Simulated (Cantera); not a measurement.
What does this Cantera script print?

```python
import numpy as np
import cantera as ct

gas = ct.Solution("gri30.yaml")
gas.TPX = 1075, 1000000, {'C2H4': 1, 'O2': 1.88, 'N2': 7.05, 'H2O': 1.6}
reactor = ct.IdealGasConstPressureReactor(gas, energy="on", clone=False)
net = ct.ReactorNet([reactor])
net.rtol, net.atol = 1e-08, 1e-16
show = ['C2H4', 'O2', 'H2O', 'CH2', 'C2H6', 'H2']
times = np.geomspace(2e-06, 6, 10)

steps = ct.SolutionArray(gas, extra=["t"])
rows = []
print(f"{'t/s':>10s}{'T/K':>9s}{'P/Pa':>11s}" + "".join(f"{s:>11s}" for s in show))
for t in times:
    while net.time < t:
        t_next = net.step()
        steps.append(gas.state, t=t_next)
    rows.append([np.interp(t, steps.t, y) for y in (steps.T, steps.P, *steps(*show).X.T)])
    print(f"{t:10.3e}{rows[-1][0]:9.1f}{rows[-1][1]:11.4g}" + "".join(f"{x:11.3e}" for x in rows[-1][2:]))
rate = np.gradient(steps.T, steps.t)
print("integrator steps:", len(steps.t))
if steps.T.max() > steps.T[0] + 200:
    print(f"time of steepest temperature rise: {steps.t[rate.argmax()]:.4e} s")
gas.TPX = 1075, 1000000, {'C2H4': 1, 'O2': 1.88, 'N2': 7.05, 'H2O': 1.6}
gas.equilibrate("HP")
print(f"equilibrium (HP): T = {gas.T:.1f} K  " + "  ".join(f"{s} {gas[s].X[0]:.3e}" for s in show))
```

Result:

```
       t/s      T/K       P/Pa       C2H4         O2        H2O        CH2       C2H6         H2
 2.000e-06   1075.0      1e+06  8.673e-02  1.631e-01  1.388e-01  1.073e-21  5.313e-16  5.767e-11
 1.049e-05   1075.0      1e+06  8.673e-02  1.631e-01  1.388e-01  1.005e-20  6.842e-15  3.031e-10
 5.500e-05   1075.0      1e+06  8.673e-02  1.631e-01  1.388e-01  7.852e-20  9.185e-14  1.594e-09
 2.884e-04   1075.0      1e+06  8.673e-02  1.631e-01  1.388e-01  6.441e-19  2.247e-12  8.406e-09
 1.513e-03   1075.0      1e+06  8.673e-02  1.631e-01  1.388e-01  6.763e-18  8.608e-11  4.514e-08
 7.933e-03   2495.4      1e+06  2.595e-17  3.097e-05  2.119e-01  1.477e-12  1.585e-21  7.048e-02
 4.160e-02   2495.1      1e+06  2.609e-17  3.085e-05  2.119e-01  1.479e-12  1.596e-21  7.050e-02
 2.182e-01   2495.1      1e+06  2.609e-17  3.085e-05  2.119e-01  1.479e-12  1.596e-21  7.050e-02
 1.144e+00   2495.1      1e+06  2.609e-17  3.085e-05  2.119e-01  1.479e-12  1.596e-21  7.050e-02
 6.000e+00   2495.1      1e+06  2.609e-17  3.085e-05  2.119e-01  1.479e-12  1.596e-21  7.050e-02
integrator steps: 2121
time of steepest temperature rise: 4.9624e-03 s
equilibrium (HP): T = 2495.1 K  C2H4 2.863e-17  O2 3.085e-05  H2O 2.119e-01  CH2 1.623e-12  C2H6 1.943e-21  H2 7.050e-02
```

Detailed kinetics in Cantera: GRI-Mech 3.0 (53 species, 325 reactions). GRI-Mech 3.0 was tuned for natural gas; its chemistry of ethylene as a main component is partial and can be far from experiment.
